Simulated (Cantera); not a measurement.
Input: 1 mol Si, 4.1 mol SF6, a varied amount of N2, at 1575 K and 0.0360 bar.

Cantera equilibrium calculation (NASA polynomials, part measured and part estimated; ideal gas, pure solids and liquids). Candidate condensed phases: S, Si, Si3N4; 29 gas species. The tables' values for SF3, SF5 are old estimates; treat these amounts as uncertain. Equilibrium is a limit: real reactors are often held back by kinetics, nucleation or transport.

x: gas mole fraction; nothing condenses.

```
n(N2) (mol)   x N2         x F       x SF4      x SiF4       x SF6    x SF3    x SF2
-----------  -----  ----------  ----------  ----------  ----------  -------  -------
7.4          0.454       0.233       0.225      0.0613      0.0170  0.00709  0.00177
17           0.646       0.160       0.142      0.0380     0.00506  0.00650  0.00236
27           0.738       0.122       0.101      0.0273     0.00210  0.00607  0.00289
36           0.787       0.102      0.0794      0.0219     0.00114  0.00574  0.00329
46           0.822  (withheld)  (withheld)  (withheld)  (withheld)  0.00541  0.00365
56           0.847  (withheld)  (withheld)  (withheld)  (withheld)  0.00511  0.00394
65           0.864      0.0683      0.0452      0.0133    0.000293  0.00486  0.00414
75           0.878      0.0620      0.0388      0.0117    0.000207  0.00461  0.00433
```

What belongs in the gaps?


- 46, x F: 0.0864
- 46, x SF4: 0.0635
- 46, x SiF4: 0.0179
- 46, x SF6: 0.000658
- 56, x F: 0.0756
- 56, x SF4: 0.0525
- 56, x SiF4: 0.0151
- 56, x SF6: 0.000417
